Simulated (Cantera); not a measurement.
## Halide evaporation, hydrolysis and transport: CsCl + H2

A closed system holds: 1 mol CsCl, 0.15 mol H2, equilibrated at 0.100 bar.

Equilibrium computed with Cantera from the NASA thermochemical tables; the gas is ideal and each condensed phase is pure. Candidate condensed phases: Cs, CsCl; 9 gas species. Equilibrium is a limit: real reactors are often held back by kinetics, nucleation or transport.

From 402 °C to 602 °C the condensed part is CsCl(s). From 702 °C to 1002 °C the condensed part is CsCl(l). From 1102 °C to 1702 °C nothing is condensed. The main Cs-bearing gas is CsCl throughout.

```tsv
T (°C)	x H2	x CsCl	x Cs2Cl2	x Cs	x HCl	x H	x Cl	n CsCl(s)	n CsCl(l)
402	1.00	1.48e-7	4.06e-8	1.39e-10	1.93e-12	<1e-12	<1e-12	1.00	0
502	1.000	1.26e-5	5.10e-6	2.04e-9	1.91e-9	3.14e-12	<1e-12	1.000	0
602	0.999	0.000353	0.000178	7.58e-8	7.58e-8	1.59e-10	<1e-12	1.000	0
702	0.994	0.00425	0.00220	1.27e-6	1.27e-6	3.61e-9	<1e-12	0	0.999
802	0.958	0.0284	0.0133	1.17e-5	1.17e-5	4.54e-8	<1e-12	0	0.991
902	0.812	0.132	0.0554	7.00e-5	7.00e-5	3.49e-7	2.63e-11	0	0.955
1002	0.356	0.470	0.174	0.000263	0.000263	1.39e-6	8.71e-10	0	0.656
1102	0.147	0.725	0.127	0.000562	0.000562	4.15e-6	1.32e-8	0	0
1202	0.137	0.804	0.0565	0.00113	0.00113	1.52e-5	1.01e-7	0	0
1302	0.133	0.838	0.0253	0.00203	0.00203	4.78e-5	5.82e-7	0	0
1402	0.130	0.851	0.0120	0.00339	0.00338	0.000132	2.69e-6	0	0
1502	0.128	0.855	0.00608	0.00531	0.00530	0.000328	1.04e-5	0	0
1602	0.126	0.854	0.00329	0.00792	0.00788	0.000736	3.49e-5	0	0
1702	0.123	0.850	0.00189	0.0113	0.0112	0.00152	0.000103	0	0
```
x: gas mole fraction; n: condensed amount in mol.
